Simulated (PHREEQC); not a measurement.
A column of 0.5 m (40 cells, dispersivity 0.018 m, 720 s a shift, diffusion coefficient 3e-10 m²/s) holds 0.024 eq of the database's cation exchanger X per kg of pore water, first in equilibrium with 4.4 mmol/kgw BaCl2 and 0.01 mmol/kgw HCl. It is flushed with 4.7 mmol/kgw MgCl2, 0.68 mmol/kgw SrCl2 and 0.01 mmol/kgw HCl, at 25 °C. Values are for the last cell. No CO2 enters from the air. Nothing may precipitate in this run.

Equilibrium calculation in PHREEQC: ion-association model, phreeqc.dat.

| pore volumes | Mg in solution (mol/kgw) | Sr in solution (mol/kgw) | Ba in solution (mol/kgw) | BaX2 on the exchanger (mol/kgw) |
|---|---|---|---|---|
| 0 | 0 | 0 | 0.00440 | 0.0120 |
| 0.6875 | 5.10e-8 | 9.61e-13 | 0.00450 | 0.0120 |
| 1.363 | 0.000238 | 4.99e-7 | 0.00505 | 0.0117 |
| 1.812 | 0.000950 | 6.72e-6 | 0.00442 | 0.0108 |
| 2.487 | 0.00215 | 4.14e-5 | 0.00319 | 0.00893 |
| 3.163 | 0.00305 | 0.000108 | 0.00222 | 0.00698 |
| 3.837 | 0.00366 | 0.000197 | 0.00153 | 0.00521 |
| 4.513 | 0.00406 | 0.000295 | 0.00103 | 0.00372 |
| 5.188 | 0.00432 | 0.000392 | 0.000668 | 0.00252 |
| 5.638 | 0.00444 | 0.000451 | 0.000492 | 0.00189 |
| 6.312 | 0.00455 | 0.000525 | 0.000301 | 0.00118 |
| 6.987 | 0.00462 | 0.000581 | 0.000177 | 0.000703 |
